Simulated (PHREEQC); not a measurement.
**Silver or lead bath (model solution)**

Make-up at 50 °C: 0.096 mmol/kgw Ag2SO4 and 160 mmol/kgw HBF4. It is in equilibrium with CO2 at log p = -3.4 (atm). Otherwise closed; pH follows from the charge balance.

The numbers come from PHREEQC with the ion-association model, wateq4f.dat.

No solid was allowed to form.

Predict the pH, activity of water.

pH 0.91; activity of water 0.994.

In which forms is S present?

HSO4- 90 %, SO4-2 10.0 % of the S.

Constants without temperature data keep their 25 °C values here. Real BF4- forms and hydrolyses slowly; the run takes it at equilibrium.
